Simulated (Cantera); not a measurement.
## Iron carbonyl, mercury and lead vapours: Fe(CO)5 + H2 + N2

Feed: 1 mol Fe(CO)5, 0.5 mol H2, 59 mol N2, at 1275 K and 0.00180 bar.

Equilibrium computed with Cantera from the NASA thermochemical tables; the gas is ideal and each condensed phase is pure. Candidate condensed phases: C, C6H6, C7H8, C8H18, Fe, Fe(CO)5, FeO, Fe(OH)2, Fe(OH)3, Fe2O3, Fe3O4, H2O; 140 gas species. Equilibrium is a limit: real reactors are often held back by kinetics, nucleation or transport.

| Property | Value |
|---|---|
| x(N2) | 0.915 |
| x(CO) | 0.0775 |
| x(H2) | 0.00775 |
| x(H) | 1.53e-6 |
| x(HCN) | 1.10e-6 |
| n(Fe(γ)) | 1.000 mol |
| gas amount | 64.50 mol |
| log10 activity of C(graphite) (absent) | -1.10 |
| log10 activity of Fe(OH)2(s) (absent) | -19.07 |
| log10 activity of Fe(OH)3(s) (absent) | -31.02 |
